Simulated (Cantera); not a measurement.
An isothermal, constant-pressure homogeneous reactor starts with NH3 : H2 = 0.16 : 0.55 (molar parts), at 1873 K and 13300 Pa.

Computed with Cantera and the gas-phase N/H chemistry of the illustrative SiF4/NH3 mechanism in the Surface Chemkin manual (1991). Walls and surfaces, which speed up NH3 decomposition in real reactors, are not modelled.

One state of this run: x NH3 = 0.0184; x H2 = 0.896; x H = 0.000839; x N2H4 = 4.20e-10; x NH2 = 4.76e-5. x: mole fraction; the columns are a selection and need not sum to one.

### Question
Which value of t (s) does it belong to?
A. 3.56
B. 13.6
C. 0.00112
D. 200

### Answer
A, 3.56
